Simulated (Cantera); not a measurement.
## Diamond growth

A diamond (100) surface in a fixed gas of H2 with x(CH4) = 0.003, x(H) = 0.00032, x(CH3) = 2.4e-05, at 1373 K; coverages are run to steady state.

Computed with Cantera and the Harris–Goodwin 1993 mechanism for the reconstructed diamond (100) surface.

| P (Pa) | growth (µm/h) | θ c6HH | θ c6H* | θ c6*H | θ c6** |
|---|---|---|---|---|---|
| 1300 | 0.00156 | 0.520 | 0.0443 | 0.422 | 0.0137 |
| 2100 | 0.00383 | 0.521 | 0.0443 | 0.422 | 0.0136 |
| 3600 | 0.0102 | 0.521 | 0.0442 | 0.421 | 0.0136 |
| 6100 | 0.0254 | 0.521 | 0.0442 | 0.421 | 0.0136 |
| 10000 | 0.0569 | 0.522 | 0.0442 | 0.421 | 0.0136 |
| 17000 | 0.128 | 0.522 | 0.0442 | 0.420 | 0.0136 |
| 29000 | 0.274 | 0.522 | 0.0442 | 0.420 | 0.0135 |
| 49000 | 0.563 | 0.522 | 0.0442 | 0.420 | 0.0135 |
θ: site fractions in the mechanism's names (c6HH fully hydrogenated, c6H* and c6*H radical sites, c6** diradical, c6HM methylated).
